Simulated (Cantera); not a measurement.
**Tantalum, niobium, vanadium and zirconium in process gases: V + H2O**

Charge: 1 mol V, 0.03 mol H2O, equilibrated at 0.180 Torr.

Equilibrium computed with Cantera from the NASA thermochemical tables; the gas is ideal and each condensed phase is pure. Candidate condensed phases: H2O, V, VO, V2O3, V2O4, V2O5; 12 gas species. Each liquid is taken as pure. Mutual solubility and eutectic melting of coexisting phases are not modelled. VO: taken at fixed stoichiometry. Condensed phases not in the tables: N, O or C dissolved in the metal. Kinetics and transport are ignored.

```
T (°C)  log p H2  log p V  log p H  log p VO  log p VO2  log p H2O  log p OH  log p O  n V(s)  n VO(s)  n VO(l)  n V(l)
------  --------  -------  -------  --------  ---------  ---------  --------  -------  ------  -------  -------  ------
927        -3.62   -14.50    -8.51    -14.94       <-15      -9.99      <-15     <-15   0.970   0.0300        0       0
1077       -3.62   -12.03    -7.43    -12.34     -14.17      -9.17    -14.77     <-15   0.970   0.0300        0       0
1227       -3.62   -10.05    -6.56    -10.27     -11.87      -8.51    -13.00     <-15   0.970   0.0300        0       0
1377       -3.62    -8.44    -5.85     -8.60     -10.01      -7.99    -11.57   -13.88   0.970   0.0300        0       0
1527       -3.63    -7.10    -5.26     -7.22      -8.48      -7.57    -10.38   -12.12   0.970   0.0300        0       0
1677       -3.66    -5.97    -4.77     -6.06      -7.20      -7.23     -9.39   -10.63   0.970   0.0299        0       0
1827       -3.75    -5.01    -4.38     -5.10      -6.17      -7.05     -8.60    -9.38   0.969        0   0.0286       0
1977       -4.18    -4.20    -4.22     -4.34      -5.40      -7.29     -8.16    -8.36       0        0   0.0136   0.952
2127       -6.22    -3.66    -4.91     -5.17      -7.53     -10.48     -9.91    -8.77       0        0        0       0
```
log p: log10 of the partial pressure in bar; n: condensed amount in mol.

From 927 °C to 1677 °C the condensed part is V(s) + VO(s). At 1827 °C the condensed part is V(s) + VO(l). At 1977 °C the condensed part is V(l) + VO(l). At 2127 °C nothing is condensed.
